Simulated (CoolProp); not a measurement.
Values from CoolProp's reference Helmholtz-energy equation of state, Lemmon 2013.

**Question.** For propylene, give the phase and the density (kg/m³), cp (kJ/(kg K)), speed of sound (m/s), Prandtl number at 72.45 °C and 26.5 MPa; 77.15 °C and 26.5 MPa; 81.95 °C and 26.5 MPa.

**Answer.** 
- 72.45 °C and 26.5 MPa: liquid; density 507, cp 2.51, speed of sound 825, Prandtl number 2.08
- 77.15 °C and 26.5 MPa: liquid; density 501, cp 2.53, speed of sound 808, Prandtl number 2.07
- 81.95 °C and 26.5 MPa: liquid; density 496, cp 2.55, speed of sound 790, Prandtl number 2.05

Viscosity comes from a separate model (Huber 2003), an estimate that may be off by 10 % or more. Thermal conductivity comes from a separate model (Huber 2003), an estimate that may be off by 10 % or more.
